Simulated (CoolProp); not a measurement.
Vapour-liquid equilibrium of fluoroethane (R161) (1) + R227EA (2) at 0.0765 MPa; x and y are mole fractions of (1).

The numbers come from the multi-fluid Helmholtz-energy mixture model, Wu 2012 and Lemmon 2016; pair parameters Bell 2016 in CoolProp.

```
x      bubble temperature (°C)  y at the bubble point  dew temperature at overall composition x (°C)  liquid density (mol/L)
-----  -----------------------  ---------------------  ---------------------------------------------  ----------------------
0.05                     -22.9                  0.061                                          -22.8                   9.459
0.125                    -23.5                  0.173                                          -23.2                   9.854
0.2                      -24.7                  0.300                                          -23.8                   10.28
0.275                    -26.3                  0.430                                              …                   10.74
0.35                     -28.2                  0.550                                          -25.3                   11.23
0.425                    -30.3                  0.655                                          -26.3                   11.75
0.5                      -32.5                  0.742                                          -27.4                   12.31
0.575                    -34.5                  0.811                                          -28.7                       …
0.65                         …                  0.865                                          -30.2                   13.54
0.725                    -38.3                  0.907                                          -32.0                   14.22
0.8                      -39.9                  0.940                                          -34.2                   14.95
0.875                    -41.3                  0.966                                          -36.9                   15.73
0.95                         …                  0.988                                          -40.4                   16.58
```

Problem. Complete the blanks.

Solution. 
- 0.275, dew temperature at overall composition x (°C): -24.4
- 0.575, liquid density (mol/L): 12.91
- 0.65, bubble temperature (°C): -36.5
- 0.95, bubble temperature (°C): -42.7

No azeotrope shows between x = 0.05 and 0.95.

Pair parameters are fitted to limited data, so mixtures are less certain than the pure fluids.
